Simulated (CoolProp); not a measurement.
The fluid at 691.44 K and 11.2 MPa expands adiabatically to 3.02 MPa with isentropic efficiency 1. The same conditions are run with several fluids, on thermodynamics alone (safety and materials aside).

Values from CoolProp's reference Helmholtz-energy equation of state of each fluid (hydrogen sulfide: Lemmon 2006; oxygen: Schmidt 1985; nitrogen: Span 2000; normal hydrogen: Leachman 2009; dry air: Lemmon 2000). Blends and air are pseudo-pure fits.

```tsv
fluid	work (kJ/kg)	final temperature (K)	final phase	final density (kg/m³)
hydrogen sulfide	185	515.0	gas	25.0
oxygen	203	489.8	gas	23.6
nitrogen	___	479.7	gas	21.0
normal hydrogen	___	477.0	supercritical	___
dry air	224	481.5	gas	21.6
```

### Question
Some entries are withheld; supply them.

### Answer

- nitrogen, work (kJ/kg): 232
- normal hydrogen, work (kJ/kg): 3190
- normal hydrogen, final density (kg/m³): 1.52

Above 300 K oxygen's equation is extrapolated.
